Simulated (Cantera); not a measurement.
# Abatement and gas-phase synthesis: H2O + N2

Input: 1 mol H2O, 0.24 mol N2, at 2273 K.

Equilibrium computed with Cantera from the NASA thermochemical tables; the gas is ideal and each condensed phase is pure. Candidate condensed phases: H2O; 24 gas species. The ideal-gas law is rough above about 30 bar. Rates play no part.

From 0.000100 bar to 300 bar nothing is condensed.

| P (Pa) | x H2O | x H | x N2 | x H2 | x O | x OH | x O2 | x NO |
|---|---|---|---|---|---|---|---|---|
| 10 | 0.193 | 0.304 | 0.121 | 0.131 | 0.110 | 0.0693 | 0.0677 | 0.00330 |
| 65 | 0.437 | 0.118 | 0.155 | 0.128 | 0.0395 | 0.0625 | 0.0564 | 0.00341 |
| 420 | 0.607 | 0.0384 | 0.175 | 0.0879 | 0.0123 | 0.0412 | 0.0357 | 0.00288 |
| 2700 | 0.701 | 0.0118 | 0.184 | 0.0530 | 0.00368 | 0.0242 | 0.0204 | 0.00223 |
| 17000 | 0.750 | 0.00355 | 0.188 | 0.0304 | 0.00109 | 0.0136 | 0.0113 | 0.00168 |
| 110000 | 0.776 | 0.00104 | 0.191 | 0.0169 | 0.000314 | 0.00743 | 0.00606 | 0.00124 |
| 720000 | 0.790 | 0.000301 | 0.192 | 0.00924 | 8.93e-5 | 0.00400 | 0.00320 | 0.000903 |
| 4700000 | 0.798 | 8.71e-5 | 0.193 | 0.00505 | 2.53e-5 | 0.00214 | 0.00167 | 0.000654 |
| 30000000 | 0.802 | 2.56e-5 | 0.193 | 0.00278 | 7.22e-6 | 0.00114 | 0.000870 | 0.000472 |
x: gas mole fraction; nothing condenses.
